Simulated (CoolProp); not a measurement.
Vapour-liquid equilibrium of n-pentane (1) + cyclohexane (2) at 0.125 MPa; x and y are mole fractions of (1).

The numbers come from the multi-fluid Helmholtz-energy mixture model, Thol 2019 and Zhou 2014; pair parameters Bell 2016 in CoolProp.

```csv
x,bubble temperature (K),y at the bubble point,dew temperature at overall composition x (K),liquid density (mol/L)
0.05,356.2,0.169,359.6,8.487
0.125,350.0,0.359,357.5,8.511
0.2,344.8,0.497,355.2,8.525
0.275,340.3,0.600,352.8,8.530
0.35,336.5,0.680,350.3,8.528
0.425,333.1,0.744,347.6,8.520
0.5,330.1,0.796,344.6,8.508
0.575,327.4,0.840,341.5,8.493
0.65,325.0,0.877,338.0,8.475
0.725,322.7,0.910,334.2,8.455
0.8,320.6,0.938,329.9,8.432
0.875,318.6,0.963,325.1,8.408
0.95,316.7,0.986,319.6,8.382
```

No azeotrope shows between x = 0.05 and 0.95.

Pair parameters are fitted to limited data, so mixtures are less certain than the pure fluids.
